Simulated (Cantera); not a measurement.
A Cantera script and its output.

```python
import numpy as np
import cantera as ct

gas = ct.Solution("h2o2.yaml")
gas.TPX = 475, 100000, {'H2': 1, 'O2': 0.333, 'N2': 1.25}
flame = ct.FreeFlame(gas, width=0.04)
flame.set_refine_criteria(ratio=3, slope=0.08, curve=0.16)
flame.transport_model = "mixture-averaged"
flame.solve(loglevel=0, auto=True)
z, T = flame.grid, flame.T
thick = (T[-1] - T[0]) / np.gradient(T, z).max()
show = ['H2', 'O2', 'O', 'H2O', 'OH', 'HO2']
print(f"laminar burning velocity  {flame.velocity[0] * 100:.3f} cm/s")
print(f"burnt temperature         {T[-1]:.1f} K")
print(f"thermal thickness         {thick * 1e3:.4f} mm")
print(f"grid points               {len(z)}")
z0 = z[flame.heat_release_rate.argmax()]
print(f"{'z/mm':>9s}{'T/K':>9s}{'u/(m/s)':>9s}" + "".join(f"{s:>11s}" for s in show))
rows = []
for k in (-3, -2, -1.5, -1, -0.5, -0.25, 0, 0.25, 0.5, 1, 2, 4, 8):
    zz = z0 + k * thick
    rows.append([k * thick, np.interp(zz, z, T), np.interp(zz, z, flame.velocity),
                 *(np.interp(zz, z, flame.X[gas.species_index(s)]) for s in show)])
    print(f"{rows[-1][0] * 1e3:9.3f}{rows[-1][1]:9.1f}{rows[-1][2]:9.3f}" + "".join(f"{x:11.3e}" for x in rows[-1][3:]))
```

It prints:

```
laminar burning velocity  613.280 cm/s
burnt temperature         2365.9 K
thermal thickness         0.4100 mm
grid points               120
     z/mm      T/K  u/(m/s)         H2         O2          O        H2O         OH        HO2
   -1.230    475.0    6.133  3.871e-01  1.289e-01  6.842e-15  2.416e-13  9.490e-17  1.734e-13
   -0.820    475.0    6.133  3.871e-01  1.289e-01  4.277e-13  1.410e-11  5.932e-15  1.177e-11
   -0.615    475.0    6.133  3.871e-01  1.289e-01  2.317e-11  7.566e-10  3.223e-13  8.210e-10
   -0.410    475.0    6.133  3.871e-01  1.289e-01  2.222e-09  9.379e-08  5.624e-11  1.398e-07
   -0.205    488.2    6.277  3.840e-01  1.292e-01  3.810e-06  3.476e-04  2.813e-05  1.872e-04
   -0.103    735.1    9.212  3.503e-01  1.237e-01  2.430e-04  1.958e-02  9.295e-04  2.309e-04
    0.000   1193.5   14.467  2.463e-01  8.640e-02  3.861e-03  1.034e-01  2.671e-03  8.437e-05
    0.103   1508.7   18.073  1.465e-01  2.776e-02  6.677e-03  2.126e-01  6.672e-03  2.529e-05
    0.205   1649.3   19.623  1.206e-01  9.272e-03  5.680e-03  2.481e-01  8.567e-03  8.027e-06
    0.410   1786.2   21.066  1.204e-01  4.555e-03  4.603e-03  2.593e-01  9.851e-03  3.650e-06
    0.820   1926.6   22.494  1.264e-01  3.129e-03  3.387e-03  2.658e-01  1.020e-02  2.318e-06
    1.640   2061.5   23.824  1.317e-01  1.927e-03  2.140e-03  2.730e-01  9.491e-03  1.389e-06
    3.280   2176.9   24.929  1.360e-01  1.018e-03  1.148e-03  2.801e-01  7.845e-03  7.621e-07
```

Computed with Cantera and the H2/O2 subset of GRI-Mech 3.0, which has no nitrogen chemistry. Burning velocities carry a grid error of a few per cent, more on coarse grids.
